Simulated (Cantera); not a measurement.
# Counterflow diffusion flame

A counterflow diffusion flame at 0.750 bar, nozzles 20 mm apart: fuel side H2 : N2 = 1 : 0.95 (molar parts) at 525 K, oxidiser side O2 : N2 = 0.27 : 0.73 (molar parts) at 450 K, fuel mass flux 0.64 times the oxidiser's; mixture-averaged transport, no radiation.

Model: the H2/O2 subset of GRI-Mech 3.0, which has no nitrogen chemistry, integrated in Cantera. The maximum strain rate includes the flame's own expansion and is several times the mean.

```json
[
 {"oxidiser flux (kg/m²/s)": "0.45", "max strain (1/s)": "374", "mean strain (1/s)": "95.7", "T max (K)": "2269", "peak x OH": "0.0187", "peak x H": "0.0149", "peak x H2O": "0.280", "peak x HO2": "4.12e-5"},
 {"oxidiser flux (kg/m²/s)": "0.63", "max strain (1/s)": "506", "mean strain (1/s)": "134", "T max (K)": "2224", "peak x OH": "0.0189", "peak x H": "0.0168", "peak x H2O": "0.276", "peak x HO2": "5.35e-5"},
 {"oxidiser flux (kg/m²/s)": "0.88", "max strain (1/s)": "686", "mean strain (1/s)": "187", "T max (K)": "2171", "peak x OH": "0.0188", "peak x H": "0.0188", "peak x H2O": "0.273", "peak x HO2": "6.68e-5"},
 {"oxidiser flux (kg/m²/s)": "1.2", "max strain (1/s)": "914", "mean strain (1/s)": "255", "T max (K)": "2124", "peak x OH": "0.0188", "peak x H": "0.0208", "peak x H2O": "0.269", "peak x HO2": "8.04e-5"},
 {"oxidiser flux (kg/m²/s)": "1.7", "max strain (1/s)": "1260", "mean strain (1/s)": "361", "T max (K)": "2067", "peak x OH": "0.0185", "peak x H": "0.0233", "peak x H2O": "0.266", "peak x HO2": "9.77e-5"},
 {"oxidiser flux (kg/m²/s)": "2.4", "max strain (1/s)": "1740", "mean strain (1/s)": "510", "T max (K)": "2012", "peak x OH": "0.0181", "peak x H": "0.0260", "peak x H2O": "0.263", "peak x HO2": "0.000117"},
 {"oxidiser flux (kg/m²/s)": "3.3", "max strain (1/s)": "2350", "mean strain (1/s)": "702", "T max (K)": "1956", "peak x OH": "0.0175", "peak x H": "0.0285", "peak x H2O": "0.259", "peak x HO2": "0.000136"},
 {"oxidiser flux (kg/m²/s)": "4.7", "max strain (1/s)": "3270", "mean strain (1/s)": "999", "T max (K)": "1892", "peak x OH": "0.0167", "peak x H": "0.0313", "peak x H2O": "0.255", "peak x HO2": "0.000158"},
 {"oxidiser flux (kg/m²/s)": "6.5", "max strain (1/s)": "4430", "mean strain (1/s)": "1380", "T max (K)": "1832", "peak x OH": "0.0158", "peak x H": "0.0339", "peak x H2O": "0.251", "peak x HO2": "0.000178"},
 {"oxidiser flux (kg/m²/s)": "9.1", "max strain (1/s)": "6090", "mean strain (1/s)": "1930", "T max (K)": "1769", "peak x OH": "0.0148", "peak x H": "0.0364", "peak x H2O": "0.246", "peak x HO2": "0.000202"}
]
```
x: mole fraction; the columns are a selection and need not sum to one.
